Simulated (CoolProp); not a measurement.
Vapour-liquid equilibrium of R113 (1) + benzene (2) at 289.8 K; x and y are mole fractions of (1).

Computed with CoolProp (multi-fluid Helmholtz-energy mixture model, Marx 1992 and Thol 2012; pair parameters Bell 2016).

```tsv
x	bubble pressure, mixture model (bar)	bubble pressure, Raoult's law (bar)	y, mixture model	y, Raoult's law
0.05	0.1140	0.09688	0.287	0.165
0.2	0.1731	0.1320	0.589	0.484
0.35	0.2103	0.1671	0.704	0.669
0.5	0.2385	0.2022	0.778	0.789
0.65	0.2632	0.2373	0.842	0.874
0.8	0.2872	0.2724	0.906	0.937
0.95	0.3111	0.3075	0.975	0.986
```

The largest gap from Raoult's law is +31.1 % in bubble pressure, at x = 0.2. No azeotrope shows between x = 0.05 and 0.95.

Pair parameters are fitted to limited data, so mixtures are less certain than the pure fluids.
